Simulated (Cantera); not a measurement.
A closed system holds: 1 mol Si₃N₄, 0.99 mol CO₂, 32 mol H₂, at 750 Torr.

These are equilibrium values from Cantera (NASA tables, ideal gas, pure condensed phases), not measurements of a reactor. Candidate condensed phases: C, C₆H₆, C₇H₈, C₈H₁₈, H₂O, Si, SiC, SiO₂, Si₂N₂O, Si₃N₄; 151 gas species. Mutual solubility and eutectic melting of coexisting phases are not modelled. Equilibrium is a limit: real reactors are often held back by kinetics, nucleation or transport. All values below are at 1773 K.

Base state: H₂ 0.959, N₂ 0.0204, CO 0.0190, SiO 0.000907, H 0.000279, CH₄ 0.000254, HCN 0.000246, H₂O 1.81e-5 (mole fractions); condensed: SiC(s) + Si₂N₂O(s).

What changes in the equilibrium state with this change: Si₃N₄ replaced by SiC?


```tsv
species	before	after
H₂	0.959	0.944
CO	0.0190	0.0430
SiO	0.000907	0.0123
N₂	0.0204	0
HCN	0.000246	0
C₂H₂ (acetylene)	1.44e-5	2.38e-6
H₂O	1.81e-5	9.88e-5
CH₄	0.000254	0.000101
H	0.000279	0.000276
SiC(s), mol	0.338	0.531
Si₂N₂O(s), mol	1.32	0
SiO₂(condensed), mol	0	0.0529
```
The tables hold silica as quartz up to 1696 K and as liquid above; real silica turns to tridymite and cristobalite and melts near 1996 K.

What changes in the equilibrium state with this change: pressure from 750 Torr to 1.35 Torr?


```csv
species,before,after
H₂,0.959,0.882
N₂,0.0204,0.0553
SiO,0.000907,0.0504
CO,0.0190,0.00443
CH₄,0.000254,2.51e-8
Si₂C,1.27e-9,1.09e-5
Si,1.38e-7,0.00118
"SiC(s), mol",0.338,0.829
"Si₂N₂O(s), mol",1.32,0
"Si(l), mol",0,0.303
```
Gases not in the tables: Si₂H₆ and higher silanes.
